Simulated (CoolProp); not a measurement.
Saturation properties of ethanol (Tc = 241.6 °C, pc = 6268 kPa, ω = 0.644).

The numbers come from the reference Helmholtz-energy equation of state, Schroeder 2014 in CoolProp.

| T (°C) | p (kPa) | enthalpy of vaporisation (kJ/kg) | vapour viscosity (µPa s) | liquid conductivity (mW/(m K)) |
|---|---|---|---|---|
| 132.05 | (withheld) | 738.5 | 12.0 | 146 |
| 134.95 | 659.1 | 731.0 | (withheld) | 145 |
| 137.85 | 713.8 | 723.2 | 12.2 | 145 |
| 140.65 | 769.9 | 715.5 | 12.2 | 144 |
| 143.55 | 831.6 | 707.4 | (withheld) | 144 |
| 146.35 | 894.7 | 699.4 | 12.4 | 143 |
| 149.25 | 964.0 | 690.9 | 12.5 | 143 |
| 152.15 | 1037 | 682.2 | 12.6 | 142 |
| 154.95 | 1112 | 673.6 | (withheld) | 142 |
| 157.85 | 1194 | 664.6 | 12.8 | 141 |
| 160.65 | (withheld) | 655.6 | 12.9 | 141 |
| 163.55 | 1368 | 646.1 | 13.0 | 140 |

Some entries are withheld; supply them.


- 132.05, p (kPa): 607.8
- 134.95, vapour viscosity (µPa s): 12.1
- 143.55, vapour viscosity (µPa s): 12.3
- 154.95, vapour viscosity (µPa s): 12.7
- 160.65, p (kPa): 1277

It boils at 78.4 °C under 1 atm.

Viscosity comes from a separate model (Kiselev 2005). Thermal conductivity comes from a separate model (Assael 2013).
